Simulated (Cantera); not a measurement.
Thermodynamics of iron carbonyl, mercury and lead vapours, feed Hg + H2

A closed system holds: 1 mol Hg, 0.31 mol H2, equilibrated at 950 K and 0.0630 bar.

Method: chemical equilibrium by Gibbs-energy minimisation in Cantera with the NASA 1993 tables (ideal gas, pure condensed phases). Candidate condensed phases: Hg; 3 gas species. Equilibrium is a limit: real reactors are often held back by kinetics, nucleation or transport.

```yaml
x(Hg): 0.763
x(H2): 0.237
gas_amount: 1.310 mol
log10 activity of Hg(l) (absent): -2.95
```
